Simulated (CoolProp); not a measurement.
Vapour-liquid equilibrium of 1-butene (1) + n-butane (2) at 0.163 MPa; x and y are mole fractions of (1).

Values from CoolProp's multi-fluid Helmholtz-energy mixture model, Lemmon 2005 and Bücker 2006; pair parameters Bell 2016.

| x | bubble temperature (°C) | y at the bubble point | dew temperature at overall composition x (°C) | liquid density (mol/L) |
|---|---|---|---|---|
| 0.05 | 12.3 | 0.061 | 12.4 | 10.13 |
| 0.125 | 11.8 | 0.151 | 12.0 | 10.19 |
| 0.2 | 11.2 | 0.237 | 11.5 | 10.25 |
| 0.275 | 10.7 | 0.321 | 11.0 | 10.31 |
| 0.35 | 10.2 | 0.401 | 10.5 | 10.36 |
| 0.425 | 9.7 | 0.478 | 10.0 | 10.42 |
| 0.5 | 9.2 | 0.553 | 9.5 | 10.48 |
| 0.575 | 8.7 | 0.624 | 9.0 | 10.54 |
| 0.65 | 8.3 | 0.694 | 8.5 | 10.60 |
| 0.725 | 7.9 | 0.761 | 8.1 | 10.66 |
| 0.8 | 7.5 | 0.827 | 7.6 | 10.72 |
| 0.875 | 7.1 | 0.892 | 7.2 | 10.78 |
| 0.95 | 6.8 | 0.957 | 6.8 | 10.84 |

No azeotrope shows between x = 0.05 and 0.95.

Pair parameters are fitted to limited data, so mixtures are less certain than the pure fluids.
